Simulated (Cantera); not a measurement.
A Cantera script and what it prints.

```python
import numpy as np
import cantera as ct

gas_names = """
    H H2 H2S N NH NH2 NH3 N2 N2H2 N2H4 Ni NiS S SH SN S2 S8
""".split()
cond_names = """
    Ni(cr) Ni(L) NiS(b) NiS(a) NiS(L) NiS2(s) NiS2(L) Ni3S2(I) Ni3S2(II) Ni3S2(L) Ni3S4(s) S(cr1) S(cr2)
    S(L)
""".split()


def load(file, names, dense=False):
    # The tables refer to 1 bar. Condensed volumes are neglected.
    table = {s.name: s for s in ct.Species.list_from_file(file)}
    out = []
    for n in names:
        d = dict(table[n].input_data)
        d["thermo"] = dict(d["thermo"], **{"reference-pressure": 1e5})
        if dense:
            d["equation-of-state"] = {"model": "constant-volume", "density": "1e6 g/cm^3"}
        out.append(ct.Species.from_dict(d))
    return out


gas = ct.Solution(thermo="ideal-gas", species=load("nasa_gas.yaml", gas_names))
cond = {s.name: ct.Solution(thermo="fixed-stoichiometry", species=[s], name=s.name)
        for s in load("nasa_condensed.yaml", cond_names, dense=True)}
atoms = {
    'NiS': {'Ni': 1, 'S': 1},
    'H2': {'H': 2},
    'N2': {'N': 2},
}
top_T = {'Ni3S4(s)': 620}  # K; cautious upper limits of use, not melting points


def equilibrate(T, P, feed):
    n = {}
    for name, mol in feed.items():
        for a, k in atoms[name].items():
            n[a] = n.get(a, 0.0) + k * mol
    gas.TPX = T, P, n
    mass = sum(n.values()) * gas.mean_molecular_weight
    gas.equilibrate("TP")
    valid = [c for c in cond.values() if c.min_temp <= T <= top_T.get(c.name, c.max_temp)]
    mix = ct.Mixture([(gas, mass / gas.mean_molecular_weight)] + [(c, 0.0) for c in valid])
    mix.T, mix.P = T, P
    mix.equilibrate("TP", solver="vcs", rtol=1e-11, max_steps=5000)
    return mix


results = []
feed = {'NiS': 1, 'H2': 210, 'N2': 4.2}  # mol
P = 170  # Pa
for T in [723, 823, 923, 1023, 1123, 1223, 1323, 1423, 1523, 1623, 1723, 1823]:
    mix = equilibrate(T, P, feed)
    results.append((T, P, feed, dict(zip(mix.species_names, mix.species_moles))))
    x = sorted(zip(gas.X, gas.species_names), reverse=True)
    print(f"T = {T:g} K  P = {P:g} Pa  gas = {mix.phase_moles(0):.4g} mol")
    print("   x: " + "  ".join(f"{s} {v:.3e}" for v, s in x if v > 1e-06))
    print("   condensed (mol): " + ("  ".join(f"{mix.phase(i).name} {mix.phase_moles(i):.4g}"
          for i in range(1, mix.n_phases) if mix.phase_moles(i) > 1e-12) or "none"))
```

It prints:

```
T = 723 K  P = 170 Pa  gas = 214.2 mol
   x: H2 9.788e-01  N2 1.961e-02  H2S 1.556e-03  NH3 1.618e-06
   condensed (mol): Ni3S2(I) 0.3333
T = 823 K  P = 170 Pa  gas = 214.2 mol
   x: H2 9.788e-01  N2 1.961e-02  H2S 1.556e-03
   condensed (mol): Ni3S2(I) 0.3333
T = 923 K  P = 170 Pa  gas = 214.2 mol
   x: H2 9.784e-01  N2 1.961e-02  H2S 1.991e-03
   condensed (mol): Ni(cr) 0.1396  Ni3S2(II) 0.2868
T = 1023 K  P = 170 Pa  gas = 214.2 mol
   x: H2 9.767e-01  N2 1.961e-02  H2S 3.664e-03
   condensed (mol): Ni(cr) 0.6779  Ni3S2(II) 0.1074
T = 1123 K  P = 170 Pa  gas = 214.2 mol
   x: H2 9.757e-01  N2 1.961e-02  H2S 4.647e-03  S2 7.756e-06  SH 6.020e-06  H 1.020e-06
   condensed (mol): Ni(cr) 1
T = 1223 K  P = 170 Pa  gas = 214.2 mol
   x: H2 9.758e-01  N2 1.961e-02  H2S 4.570e-03  S2 3.648e-05  SH 2.506e-05  H 7.203e-06
   condensed (mol): Ni(cr) 1
T = 1323 K  P = 170 Pa  gas = 214.2 mol
   x: H2 9.758e-01  N2 1.960e-02  H2S 4.334e-03  S2 1.259e-04  SH 8.092e-05  H 3.799e-05  S 1.081e-06
   condensed (mol): Ni(cr) 0.9999
T = 1423 K  P = 170 Pa  gas = 214.3 mol
   x: H2 9.759e-01  N2 1.960e-02  H2S 3.828e-03  S2 3.124e-04  SH 2.049e-04  H 1.591e-04  S 6.803e-06  Ni 4.868e-06  NiS 1.365e-06
   condensed (mol): Ni(cr) 0.9987
T = 1523 K  P = 170 Pa  gas = 214.4 mol
   x: H2 9.757e-01  N2 1.959e-02  H2S 3.094e-03  S2 5.582e-04  H 5.537e-04  SH 4.136e-04  Ni 5.036e-05  S 3.033e-05  NiS 8.683e-06
   condensed (mol): Ni(cr) 0.9873
T = 1623 K  P = 170 Pa  gas = 214.7 mol
   x: H2 9.745e-01  N2 1.956e-02  H2S 2.314e-03  H 1.655e-03  S2 7.561e-04  SH 6.902e-04  Ni 3.883e-04  S 1.016e-04  NiS 3.939e-05
   condensed (mol): Ni(cr) 0.9082
T = 1723 K  P = 170 Pa  gas = 215.5 mol
   x: H2 9.700e-01  N2 1.949e-02  H 4.356e-03  Ni 2.348e-03  H2S 1.620e-03  SH 9.838e-04  S2 8.159e-04  S 2.687e-04  NiS 1.353e-04
   condensed (mol): Ni(cr) 0.4648
T = 1823 K  P = 170 Pa  gas = 216.7 mol
   x: H2 9.620e-01  N2 1.938e-02  H 1.031e-02  Ni 4.469e-03  SH 1.256e-03  H2S 1.096e-03  S2 7.602e-04  S 5.967e-04  NiS 1.451e-04
   condensed (mol): none
```

Cantera equilibrium calculation (NASA polynomials, part measured and part estimated; ideal gas, pure solids and liquids). Metal and sulfide melt together well below either melting point, which pure phases cannot show. Mutual solubility and eutectic melting of coexisting phases are not modelled. Gases not in the tables: S3 to S7.
